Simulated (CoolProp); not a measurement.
The fluoroketone C6F12O (FK-5-1-12) along the isotherm 494.5 K: Z from the reference equation and from simpler models built on Tc = 441.8 K, pc = 1.869 MPa, ω = 0.471; each cubic takes its own stable root.

Model: reference Helmholtz-energy equation of state, McLinden 2015, in CoolProp.

```
p (MPa)          phase  reference  van der Waals  Soave-Redlich-Kwong
-------  -------------  ---------  -------------  -------------------
1.17               gas     0.8486         0.8398               0.8549
2.34     supercritical     0.6709         0.6023               0.6935
3.5      supercritical     0.5045         0.4621               0.5638
4.67     supercritical     0.4748         0.5277               0.5477
5.84     supercritical     0.5160         0.6106               0.5856
7.01     supercritical     0.5727         0.6962               0.6384
8.18     supercritical     0.6340         0.7821               0.6961
9.35     supercritical     0.6969         0.8674               0.7555
10.5     supercritical     0.7591         0.9507               0.8144
11.7     supercritical     0.8240          1.037               0.8759
12.8     supercritical     0.8833          1.115               0.9321
14       supercritical     0.9476          1.200               0.9931
15.2     supercritical      1.012          1.284                1.054
16.4     supercritical      1.075          1.368                1.114
17.5     supercritical      1.133          1.444                1.169
18.7     supercritical      1.195          1.526                1.228
```
